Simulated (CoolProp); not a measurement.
Vapour-liquid equilibrium of CHF3 (R23) (1) + sulfur hexafluoride (2) at -43.75 °C; x and y are mole fractions of (1).

Values from CoolProp's multi-fluid Helmholtz-energy mixture model, Penoncello 2003 and Guder 2009; pair parameters Bell 2016.

```json
[
 {"x": "0.05", "bubble pressure (kPa)": "371.6", "y at the bubble point": "0.227", "dew pressure at overall composition x (kPa)": "308.6", "liquid density (mol/L)": "12.58"},
 {"x": "0.125", "bubble pressure (kPa)": "453.9", "y at the bubble point": "0.393", "dew pressure at overall composition x (kPa)": "332.8", "liquid density (mol/L)": "12.82"},
 {"x": "0.2", "bubble pressure (kPa)": "508.9", "y at the bubble point": "0.481", "dew pressure at overall composition x (kPa)": "360.6", "liquid density (mol/L)": "13.08"},
 {"x": "0.275", "bubble pressure (kPa)": "546.9", "y at the bubble point": "0.538", "dew pressure at overall composition x (kPa)": "392.8", "liquid density (mol/L)": "13.36"},
 {"x": "0.35", "bubble pressure (kPa)": "574.2", "y at the bubble point": "0.579", "dew pressure at overall composition x (kPa)": "430.1", "liquid density (mol/L)": "13.68"},
 {"x": "0.425", "bubble pressure (kPa)": "594.8", "y at the bubble point": "0.614", "dew pressure at overall composition x (kPa)": "473.2", "liquid density (mol/L)": "14.03"},
 {"x": "0.5", "bubble pressure (kPa)": "611.0", "y at the bubble point": "0.646", "dew pressure at overall composition x (kPa)": "521.6", "liquid density (mol/L)": "14.42"},
 {"x": "0.575", "bubble pressure (kPa)": "623.8", "y at the bubble point": "0.678", "dew pressure at overall composition x (kPa)": "571.5", "liquid density (mol/L)": "14.85"},
 {"x": "0.65", "bubble pressure (kPa)": "633.6", "y at the bubble point": "0.712", "dew pressure at overall composition x (kPa)": "612.9", "liquid density (mol/L)": "15.34"},
 {"x": "0.725", "bubble pressure (kPa)": "640.0", "y at the bubble point": "0.752", "dew pressure at overall composition x (kPa)": "636.2", "liquid density (mol/L)": "15.87"},
 {"x": "0.8", "bubble pressure (kPa)": "642.3", "y at the bubble point": "0.799", "dew pressure at overall composition x (kPa)": "642.3", "liquid density (mol/L)": "16.47"},
 {"x": "0.875", "bubble pressure (kPa)": "638.8", "y at the bubble point": "0.858", "dew pressure at overall composition x (kPa)": "636.7", "liquid density (mol/L)": "17.13"},
 {"x": "0.95", "bubble pressure (kPa)": "627.1", "y at the bubble point": "0.934", "dew pressure at overall composition x (kPa)": "624.1", "liquid density (mol/L)": "17.86"}
]
```

y crosses x between x = 0.725 and 0.8: the model has an azeotrope there.

Pair parameters are fitted to limited data, so mixtures are less certain than the pure fluids.
